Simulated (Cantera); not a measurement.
# Hydrocarbon pyrolysis for carbon deposition

An isothermal, constant-pressure homogeneous reactor starts with C₂H₆ : N₂ = 1 : 8.4 (molar parts), at 1050 K and 0.00760 bar.

Model: GRI-Mech 3.0 (53 species, 325 reactions), integrated in Cantera. GRI-Mech 3.0 stops at C3 and has no aromatics, soot or wall deposition, so with more carbon than oxygen in the feed, carbon stays in small species such as C2H2 where larger ones or solid carbon would form. Radical loss at walls, strong at low pressure, is not modelled.

| t (s) | x C₂H₆ | x C₂H₄ | x CH₄ | x C₂H | x C₂H₂ |
|---|---|---|---|---|---|
| 3.00e-5 | 0.106 | <1e-12 | 6.43e-12 | <1e-12 | <1e-12 |
| 9.53e-5 | 0.106 | <1e-12 | 6.45e-11 | <1e-12 | <1e-12 |
| 0.000303 | 0.106 | 2.41e-11 | 6.48e-10 | <1e-12 | <1e-12 |
| 0.000962 | 0.106 | 7.55e-10 | 6.45e-9 | <1e-12 | <1e-12 |
| 0.00306 | 0.106 | 2.32e-8 | 6.21e-8 | <1e-12 | <1e-12 |
| 0.00972 | 0.106 | 6.66e-7 | 5.43e-7 | <1e-12 | <1e-12 |
| 0.0309 | 0.106 | 1.57e-5 | 3.75e-6 | <1e-12 | 1.35e-10 |
| 0.0981 | 0.106 | 0.000237 | 2.10e-5 | <1e-12 | 2.93e-8 |
| 0.312 | 0.104 | 0.00201 | 0.000161 | <1e-12 | 2.30e-6 |
| 0.990 | 0.0956 | 0.00919 | 0.000848 | <1e-12 | 4.80e-5 |
| 3.15 | 0.0714 | 0.0295 | 0.00309 | <1e-12 | 0.000465 |
| 10.0 | 0.0240 | 0.0671 | 0.00877 | 1.72e-12 | 0.00302 |
x: mole fraction; the columns are a selection and need not sum to one.

Equilibrium at this temperature and pressure: C₂H₆ 5.49e-6, C₂H₄ 0.00565, CH₄ 0.0471, C₂H <1e-12, C₂H₂ 0.0391 (gas phase only).
